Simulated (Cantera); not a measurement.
Cantera run, input and output.

```python
import numpy as np
import cantera as ct

gas = ct.Solution("gri30.yaml")
gas.TPX = 473, 1000000, {'CO': 1, 'H2': 0.035, 'CH4': 0.24, 'O2': 0.713, 'N2': 2.68}
flame = ct.FreeFlame(gas, width=0.008)
flame.set_refine_criteria(ratio=3, slope=0.08, curve=0.16)
flame.transport_model = "mixture-averaged"
flame.solve(loglevel=0, auto=True)
z, T = flame.grid, flame.T
thick = (T[-1] - T[0]) / np.gradient(T, z).max()
show = ['CO', 'H2', 'CH4', 'HCO', 'C2H4', 'HCN']
print(f"laminar burning velocity  {flame.velocity[0] * 100:.3f} cm/s")
print(f"burnt temperature         {T[-1]:.1f} K")
print(f"thermal thickness         {thick * 1e3:.4f} mm")
print(f"grid points               {len(z)}")
z0 = z[flame.heat_release_rate.argmax()]
print(f"{'z/mm':>9s}{'T/K':>9s}{'u/(m/s)':>9s}" + "".join(f"{s:>11s}" for s in show))
rows = []
for k in (-3, -2, -1.5, -1, -0.5, -0.25, 0, 0.25, 0.5, 1, 2, 4, 8):
    zz = z0 + k * thick
    rows.append([k * thick, np.interp(zz, z, T), np.interp(zz, z, flame.velocity),
                 *(np.interp(zz, z, flame.X[gas.species_index(s)]) for s in show)])
    print(f"{rows[-1][0] * 1e3:9.3f}{rows[-1][1]:9.1f}{rows[-1][2]:9.3f}" + "".join(f"{x:11.3e}" for x in rows[-1][3:]))
```

Result:

```
laminar burning velocity  67.273 cm/s
burnt temperature         2354.3 K
thermal thickness         0.0438 mm
grid points               143
     z/mm      T/K  u/(m/s)         CO         H2        CH4        HCO       C2H4        HCN
   -0.131    473.2    0.673  2.142e-01  7.787e-03  5.139e-02  2.248e-18  2.203e-09  1.742e-11
   -0.088    475.0    0.676  2.140e-01  8.390e-03  5.129e-02  2.800e-16  4.028e-08  3.229e-10
   -0.066    483.0    0.688  2.137e-01  9.176e-03  5.099e-02  1.259e-14  2.858e-07  2.314e-09
   -0.044    544.7    0.778  2.123e-01  1.081e-02  4.893e-02  8.996e-12  3.597e-06  2.940e-08
   -0.022    954.8    1.367  2.042e-01  1.353e-02  3.554e-02  3.068e-07  4.700e-05  3.856e-07
   -0.011   1391.7    1.986  1.943e-01  1.494e-02  2.014e-02  8.772e-06  1.032e-04  9.992e-07
    0.000   1804.9    2.550  1.779e-01  1.495e-02  5.259e-03  2.785e-05  7.455e-05  2.040e-06
    0.011   2014.6    2.807  1.548e-01  1.319e-02  4.712e-04  1.134e-05  4.985e-06  2.095e-06
    0.022   2107.5    2.906  1.372e-01  1.268e-02  2.448e-05  2.419e-06  7.690e-08  1.030e-06
    0.044   2198.8    3.003  1.237e-01  1.318e-02  8.706e-08  1.165e-06  1.747e-11  1.901e-07
    0.088   2272.3    3.089  1.187e-01  1.318e-02  2.983e-11  6.853e-07  3.005e-16  1.819e-08
    0.175   2319.8    3.145  1.168e-01  1.290e-02  4.710e-13  3.665e-07  1.343e-19  2.563e-09
    0.351   2343.3    3.173  1.160e-01  1.278e-02  6.393e-13  1.934e-07  1.575e-19  2.807e-09
```

Detailed kinetics in Cantera: GRI-Mech 3.0 (53 species, 325 reactions). Burning velocities carry a grid error of a few per cent, more on coarse grids.
